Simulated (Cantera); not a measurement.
## Equilibrium for halide evaporation, hydrolysis and transport: LiCl + H2

A closed system holds: 1 mol LiCl, 0.36 mol H2, equilibrated at 8.10e-5 bar.

Method: chemical equilibrium by Gibbs-energy minimisation in Cantera with the NASA 1993 tables (ideal gas, pure condensed phases). Candidate condensed phases: Li, LiCl, LiH; 11 gas species. Rates play no part.

```json
[
 {"T (K)": "600", "x H2": "1.000", "x LiCl": "2.81e-7", "x H": "<1e-12", "x Li2Cl2": "5.55e-7", "x Li": "<1e-12", "x Cl": "<1e-12", "x HCl": "<1e-12", "x Li3Cl3": "5.75e-8", "n LiCl(s)": "1.000"},
 {"T (K)": "800", "x H2": "0.972", "x LiCl": "0.00837", "x H": "3.17e-10", "x Li2Cl2": "0.0176", "x Li": "4.46e-8", "x Cl": "<1e-12", "x HCl": "4.45e-8", "x Li3Cl3": "0.00154", "n LiCl(s)": "0.982"},
 {"T (K)": "1000", "x H2": "0.308", "x LiCl": "0.531", "x H": "1.40e-7", "x Li2Cl2": "0.160", "x Li": "1.38e-5", "x Cl": "5.84e-12", "x HCl": "1.38e-5", "x Li3Cl3": "0.00174", "n LiCl(s)": "0"},
 {"T (K)": "1200", "x H2": "0.266", "x LiCl": "0.728", "x H": "1.13e-5", "x Li2Cl2": "0.00531", "x Li": "0.000217", "x Cl": "7.99e-9", "x HCl": "0.000217", "x Li3Cl3": "1.29e-6", "n LiCl(s)": "0"},
 {"T (K)": "1400", "x H2": "0.264", "x LiCl": "0.733", "x H": "0.000278", "x Li2Cl2": "0.000307", "x Li": "0.00142", "x Cl": "1.23e-6", "x HCl": "0.00142", "x Li3Cl3": "4.10e-9", "n LiCl(s)": "0"},
 {"T (K)": "1600", "x H2": "0.259", "x LiCl": "0.726", "x H": "0.00308", "x Li2Cl2": "3.57e-5", "x Li": "0.00580", "x Cl": "5.39e-5", "x HCl": "0.00575", "x Li3Cl3": "5.45e-11", "n LiCl(s)": "0"},
 {"T (K)": "1800", "x H2": "0.242", "x LiCl": "0.704", "x H": "0.0196", "x Li2Cl2": "6.47e-6", "x Li": "0.0173", "x Cl": "0.00101", "x HCl": "0.0163", "x Li3Cl3": "1.81e-12", "n LiCl(s)": "0"},
 {"T (K)": "2000", "x H2": "0.192", "x LiCl": "0.646", "x H": "0.0792", "x Li2Cl2": "1.47e-6", "x Li": "0.0417", "x Cl": "0.00980", "x HCl": "0.0319", "x Li3Cl3": "<1e-12", "n LiCl(s)": "0"},
 {"T (K)": "2200", "x H2": "0.101", "x LiCl": "0.520", "x H": "0.199", "x Li2Cl2": "3.29e-7", "x Li": "0.0893", "x Cl": "0.0526", "x HCl": "0.0368", "x Li3Cl3": "<1e-12", "n LiCl(s)": "0"}
]
```
x: gas mole fraction; n: condensed amount in mol.

From 600 K to 800 K the condensed part is LiCl(s). From 1000 K to 2200 K nothing is condensed. The main Li-bearing gas is Li2Cl2 at 600 K and LiCl at 2200 K.
